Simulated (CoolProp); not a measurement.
Properties of isobutene along the isobar 4.52 MPa.

Computed with CoolProp (reference Helmholtz-energy equation of state, Lemmon 2005). It is a short technical equation, of lower accuracy than the large ones.

```
T (K)          phase  density (kg/m³)  cp (kJ/(kg K))  cv (kJ/(kg K))  isothermal compressibility (1/MPa)  fugacity coefficient
-----  -------------  ---------------  --------------  --------------  ----------------------------------  --------------------
334.2         liquid            550.3           2.543           1.762                            0.004814                0.1739
350.8         liquid            526.4           2.662           1.819                            0.006562                0.2396
367.4         liquid            499.6           2.814           1.879                            0.009523                0.3166
384           liquid            467.9           3.030           1.942                             0.01533                0.4033
400.6         liquid            427.4           3.424           2.014                             0.03047                0.4968
417.2         liquid            360.3           4.968           2.121                              0.1270                0.5918
433.8  supercritical            147.2           5.222           2.224                              0.7014                0.6647
450.4  supercritical            112.3           3.337           2.182                              0.4204                0.7085
467    supercritical            96.87           2.952           2.194                              0.3492                0.7434
483.6  supercritical            86.97           2.804           2.222                              0.3145                0.7726
500.2  supercritical            79.77           2.740           2.258                              0.2934                0.7976
516.8  supercritical            74.15           2.715           2.297                              0.2792                0.8194
533.4  supercritical            69.57           2.711           2.338                              0.2688                0.8384
550    supercritical            65.72           2.720           2.381                              0.2610                0.8552
```

The peak of cp marks the crossing from liquid-like to gas-like fluid above the critical point.
